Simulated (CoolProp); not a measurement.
The fluid at 298.15 K and 3.2 MPa (liquid) is heated at constant pressure to 487.9 K. The same conditions are run with several fluids, on thermodynamics alone (safety and materials aside).

Values from CoolProp's reference Helmholtz-energy equation of state of each fluid (R407C: Lemmon 2003; dodecamethylcyclohexasiloxane (D6): Colonna 2008; water: Wagner 2002; chloromethane (R40): Thol 2014). Blends and air are pseudo-pure fits.

```csv
fluid,heat (kJ/kg),final phase,final density (kg/m³)
R407C,(withheld),gas,73.9
dodecamethylcyclohexasiloxane (D6),333,liquid,(withheld)
water,(withheld),liquid,848
chloromethane (R40),(withheld),gas,44.5
```

What belongs in the gaps?


- R407C, heat (kJ/kg): 372
- dodecamethylcyclohexasiloxane (D6), final density (kg/m³): 770
- water, heat (kJ/kg): 812
- chloromethane (R40), heat (kJ/kg): 542
